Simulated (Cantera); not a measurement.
Cantera with NASA thermochemical tables; ideal gases at 1 bar, condensed phases pure. Values are per mole of reaction as written; species without (g) are pure solids or liquids, kept so even where they would boil at 1 bar.

Problem. Between 300 and 525 K, where is each reaction favourable under standard conditions?
- 6 TiOCl2(g) + TiO(g) = Ti4O7 + 3 TiCl4

Solution. 
- 6 TiOCl2(g) + TiO(g) = Ti4O7 + 3 TiCl4: ΔG° is -2237 kJ at 300 K and -1979 kJ at 525 K; it stays negative (K > 1). ΔH° is -2555 kJ and ΔS° -1096 J/K at 525 K.
